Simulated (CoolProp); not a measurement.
n-dodecane along the isotherm 346.85 °C: density (kg/m³) from the reference equation and from simpler models built on Tc = 385.0 °C, pc = 1.818 MPa, ω = 0.574; each cubic takes its own stable root.

Model: reference Helmholtz-energy equation of state, Lemmon 2004, in CoolProp. It is a short technical equation, of lower accuracy than the large ones.

```
p (MPa)   phase  reference  van der Waals  Redlich-Kwong  Soave-Redlich-Kwong  Peng-Robinson
-------  ------  ---------  -------------  -------------  -------------------  -------------
0.606       gas      24.69          22.97          23.57                23.88          24.25
1.21     liquid      429.7          58.21          63.52                329.0          371.5
1.82     liquid      442.1          246.3          320.6                347.3          391.0
2.42     liquid      451.6          262.8          339.1                360.6          405.4
3.03     liquid      459.5          274.0          353.1                371.5          417.3
3.64     liquid      466.4          282.6          364.4                380.7          427.3
4.24     liquid      472.3          289.6          373.9                388.6          435.9
4.85     liquid      477.8          295.5          382.2                395.7          443.7
5.45     liquid      482.6          300.7          389.5                402.1          450.6
6.06     liquid      487.2          305.3          396.2                408.0          457.0
6.66     liquid      491.3          309.4          402.2                413.3          462.8
7.27     liquid      495.2          313.2          407.8                418.3          468.2
7.88     liquid      498.9          316.6          413.0                422.9          473.2
8.48     liquid      502.4          319.8          417.8                427.2          477.9
9.09     liquid      505.7          322.8          422.3                431.3          482.3
```

At some of these states van der Waals, Redlich-Kwong gives the other phase, because its saturation line lies elsewhere.
